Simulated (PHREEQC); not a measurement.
Make-up at 20 °C: 29 mmol/kgw HF, 29 mmol/kgw KF and 0.078 mmol/kgw H2SiF6. Closed to the air; pH follows from the charge balance.

Computed with PHREEQC (ion-association model, phreeqc.dat).

This is a speciation only: nothing precipitates in the calculation.

Problem. What pH, ionic strength does the model give?

Solution. pH 3.09; ionic strength 0.0300 mol/kgw.

Problem. In which forms is F present?

Solution. F- 47 %, HF 44 %, HF2- 8.8 %, SiF6-2 0.8 % of the F.

Complexes and solids missing from the database can't appear. SiF6-2 is the database's only silicon fluoride.
